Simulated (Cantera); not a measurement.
A Cantera script and what it prints.

```python
import numpy as np
import cantera as ct

gas_names = [...]  # 87 gases of nasa_gas.yaml made of C, H, Si
cond_names = """
    C(gr) C6H6(L) C7H8(L) C8H18(L),n-octa Si(cr) Si(L) SiC(b)
""".split()


# ... load() reads the species with a 1 bar reference pressure and builds the phases ...
atoms = {
    'CH3SiH3': {'C': 1, 'H': 6, 'Si': 1},
    'C2H4': {'C': 2, 'H': 4},
    'H2': {'H': 2},
}
top_T = {'C(gr)': 4500, 'SiC(b)': 3050}  # K; cautious upper limits of use, not melting points


# ... equilibrate(T, P, feed) seeds the gas with the atoms and calls Mixture.equilibrate('TP', solver="vcs", rtol=1e-11, max_steps=5000) ...
results = []
feed = {'CH3SiH3': 1, 'C2H4': 0.3, 'H2': 70}  # mol
P = 133.322  # Pa
for T in [1723, 1798, 1873, 1948, 2023, 2098, 2173, 2248, 2323, 2398, 2473, 2548, 2623]:
    mix = equilibrate(T, P, feed)
    results.append((T, P, feed, dict(zip(mix.species_names, mix.species_moles))))
    x = sorted(zip(gas.X, gas.species_names), reverse=True)
    print(f"T = {T:g} K  P = {P:g} Pa  gas = {mix.phase_moles(0):.4g} mol")
    print("   x: " + "  ".join(f"{s} {v:.3e}" for v, s in x if v > 0.0001))
    print("   condensed (mol): " + ("  ".join(f"{mix.phase(i).name} {mix.phase_moles(i):.4g}"
          for i in range(1, mix.n_phases) if mix.phase_moles(i) > 1e-12) or "none"))
```

It prints:

```
T = 1723 K  P = 133.322 Pa  gas = 73.78 mol
   x: H2 9.949e-01  H 4.982e-03
   condensed (mol): C(gr) 0.5876  SiC(b) 0.999
T = 1798 K  P = 133.322 Pa  gas = 73.96 mol
   x: H2 9.902e-01  H 9.595e-03  C2H2,acetylene 1.708e-04
   condensed (mol): C(gr) 0.5789  SiC(b) 0.9955
T = 1873 K  P = 133.322 Pa  gas = 74.27 mol
   x: H2 9.819e-01  H 1.752e-02  C2H2,acetylene 3.064e-04  Si 2.196e-04
   condensed (mol): C(gr) 0.5713  SiC(b) 0.9822
T = 1948 K  P = 133.322 Pa  gas = 74.8 mol
   x: H2 9.682e-01  H 3.045e-02  Si 7.841e-04  C2H2,acetylene 5.218e-04
   condensed (mol): C(gr) 0.5818  SiC(b) 0.935
T = 2023 K  P = 133.322 Pa  gas = 75.72 mol
   x: H2 9.458e-01  H 5.058e-02  Si 2.545e-03  C2H2,acetylene 8.448e-04  SiC2 1.171e-04
   condensed (mol): C(gr) 0.6666  SiC(b) 0.7816
T = 2098 K  P = 133.322 Pa  gas = 77.36 mol
   x: H2 9.098e-01  H 8.039e-02  Si 7.586e-03  C2H2,acetylene 1.298e-03  SiC2 4.848e-04  Si2C 3.080e-04  SiH 1.439e-04
   condensed (mol): C(gr) 0.9847  SiC(b) 0.3146
T = 2173 K  P = 133.322 Pa  gas = 79.45 mol
   x: H2 8.630e-01  H 1.228e-01  Si 1.085e-02  C2H2,acetylene 1.905e-03  SiC2 9.394e-04  Si2C 3.000e-04  SiH 1.717e-04
   condensed (mol): C(gr) 1.122
T = 2248 K  P = 133.322 Pa  gas = 81.98 mol
   x: H2 8.048e-01  H 1.805e-01  Si 1.055e-02  C2H2,acetylene 2.666e-03  SiC2 1.211e-03  Si2C 1.419e-04  SiH 1.395e-04
   condensed (mol): C(gr) 0.9458
T = 2323 K  P = 133.322 Pa  gas = 85.49 mol
   x: H2 7.299e-01  H 2.548e-01  Si 9.958e-03  C2H2,acetylene 3.534e-03  SiC2 1.487e-03  SiH 1.096e-04
   condensed (mol): C(gr) 0.7168
T = 2398 K  P = 133.322 Pa  gas = 90.16 mol
   x: H2 6.393e-01  H 3.450e-01  Si 9.187e-03  C2H2,acetylene 4.416e-03  SiC2 1.752e-03  C2H 1.365e-04
   condensed (mol): C(gr) 0.4317
T = 2473 K  P = 133.322 Pa  gas = 96.15 mol
   x: H2 5.365e-01  H 4.473e-01  Si 8.312e-03  C2H2,acetylene 5.173e-03  SiC2 1.993e-03  C2H 2.923e-04  C3 2.438e-04
   condensed (mol): C(gr) 0.07179
T = 2548 K  P = 133.322 Pa  gas = 103.4 mol
   x: H 5.551e-01  H2 4.295e-01  Si 7.792e-03  C2H2,acetylene 4.441e-03  SiC2 1.814e-03  C3 5.382e-04  C2H 4.555e-04  C 2.111e-04
   condensed (mol): none
T = 2623 K  P = 133.322 Pa  gas = 111.6 mol
   x: H 6.591e-01  H2 3.265e-01  Si 7.416e-03  C2H2,acetylene 3.227e-03  SiC2 1.501e-03  C3 9.596e-04  C2H 5.995e-04  C 4.668e-04  C2 1.212e-04
   condensed (mol): none
```

These are equilibrium values from Cantera (NASA tables, ideal gas, pure condensed phases), not measurements of a reactor. The feed counts by its element totals alone. Gases not in the tables: Si2H6 and higher silanes.
